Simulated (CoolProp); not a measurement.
Vapour-liquid equilibrium of CH2F2 (R32) (1) + toluene (2) at 45.45 °C; x and y are mole fractions of (1).

Model: multi-fluid Helmholtz-energy mixture model, Tillner-Roth 1997 and Lemmon 2006; pair parameters Bell 2016, in CoolProp.

| x | bubble pressure (bar) | y at the bubble point | dew pressure at overall composition x (bar) | liquid density (mol/L) |
|---|---|---|---|---|
| 0.05 | 3.799 | 0.971 | 0.1062 | … |
| 0.2 | … | … | … | 10.30 |
| 0.35 | 17.03 | 0.991 | 0.1556 | … |
| 0.5 | 19.19 | 0.991 | … | 12.44 |
| 0.65 | 20.55 | 0.992 | 0.2901 | 13.70 |
| 0.8 | 22.48 | 0.993 | 0.5103 | 15.06 |
| 0.95 | 26.26 | 0.997 | 2.125 | … |

Question: Fill in the missing entries.

Answer: 
- 0.05, liquid density (mol/L): 9.420
- 0.2, bubble pressure (bar): 12.33
- 0.2, y at the bubble point: 0.989
- 0.2, dew pressure at overall composition x (bar): 0.1263
- 0.35, liquid density (mol/L): 11.31
- 0.5, dew pressure at overall composition x (bar): 0.2026
- 0.95, liquid density (mol/L): 16.34

No azeotrope shows between x = 0.05 and 0.95.

Pair parameters are fitted to limited data, so mixtures are less certain than the pure fluids. The gap from Raoult's law changes sign with composition, which may be real or a fault of the pair parameters; it wasn't checked against measurements. With so large a gap from Raoult's law the liquid may split in two, which this calculation doesn't test in full.
